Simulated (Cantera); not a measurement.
Charge: 1 mol SiO₂, 15 mol CO, 0.8 mol N₂, held at 1650 °C and 0.0150 bar.

Cantera equilibrium calculation (NASA polynomials, part measured and part estimated; ideal gas, pure solids and liquids). Candidate condensed phases: C, Si, SiC, SiO₂, Si₂N₂O, Si₃N₄; 34 gas species. The tables hold silica as quartz up to 1696 K and as liquid above; real silica turns to tridymite and cristobalite and melts near 1996 K. The numbers say what is thermodynamically allowed, not how fast it happens.

Base state: CO 0.916, N₂ 0.0498, SiO 0.0171, CO₂ 0.0171 (mole fractions); condensed: SiO₂(condensed).

Problem. What changes in the equilibrium state with this change: pressure from 0.0150 bar to 3.50 bar?

Solution. 
```tsv
species	before	after
CO	0.916	0.947
N₂	0.0498	0.0506
CO₂	0.0171	0.00114
SiO	0.0171	0.00114
SiO₂(condensed), mol	0.725	0.982
```
